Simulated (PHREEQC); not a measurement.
Solution (20 °C): 0.17 mol HF, 0.00017 mol (NH4)2SiF6, 0.0065 mol H3PO4 and 0.00021 mol H2SO4 per kg of water. Closed to the air; pH follows from the charge balance.

All values are PHREEQC results (ion-association model, phreeqc.dat), not measurements.

| quantity | before | after |
|---|---|---|
| pH | 1.84 | 2.01 |
| ionic strength (mol/kgw) | 0.0168 | 0.0115 |
| F- (mol/kgw) | 0.00870 | 0.00505 |
| HF2- (mol/kgw) | 0.00485 | 0.00349 |
| SI of Quartz (SiO2) | -10.26 | -7.06 |

Problem. Name the change that produced these shifts.
A. temperature from 20 to 70 °C
B. H2SO4 left out
C. (NH4)2SiF6 from 0.00017 to 0.00085 mol/kgw
D. HF from 0.17 to 0.187 mol/kgw
E. H3PO4 left out

Solution. A, temperature from 20 to 70 °C

Precipitation was switched off in this run. Constants without temperature data keep their 25 °C values here. SiF6-2 is the database's only silicon fluoride.
